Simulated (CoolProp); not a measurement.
Vapour-liquid equilibrium of isohexane (1) + methanol (2) at 350.7 K; x and y are mole fractions of (1).

The numbers come from the multi-fluid Helmholtz-energy mixture model, Lemmon 2006 and de Reuck 1993; pair parameters Bell 2016 in CoolProp.

| x | bubble pressure, mixture model (kPa) | bubble pressure, Raoult's law (kPa) | y, mixture model | y, Raoult's law |
|---|---|---|---|---|
| 0.05 | 212.0 | 166.1 | ? | 0.051 |
| 0.2 | 274.3 | 166.8 | ? | 0.204 |
| 0.35 | ? | 167.5 | ? | 0.356 |
| 0.5 | 286.1 | 168.2 | ? | 0.507 |
| 0.65 | 284.7 | 168.9 | ? | 0.656 |
| 0.8 | ? | 169.6 | ? | 0.804 |
| 0.95 | 212.5 | 170.3 | 0.789 | 0.951 |

### Question
Fill in the missing entries.

### Answer

- 0.05, y, mixture model: 0.241
- 0.2, y, mixture model: 0.459
- 0.35, bubble pressure, mixture model (kPa): 285.3
- 0.35, y, mixture model: 0.499
- 0.5, y, mixture model: 0.505
- 0.65, y, mixture model: 0.518
- 0.8, bubble pressure, mixture model (kPa): 270.9
- 0.8, y, mixture model: 0.574

The largest gap from Raoult's law is +70.3 % in bubble pressure, at x = 0.35. y crosses x between x = 0.5 and 0.65: the model has an azeotrope there.

Pair parameters are fitted to limited data, so mixtures are less certain than the pure fluids. With so large a gap from Raoult's law the liquid may split in two, which this calculation doesn't test in full.
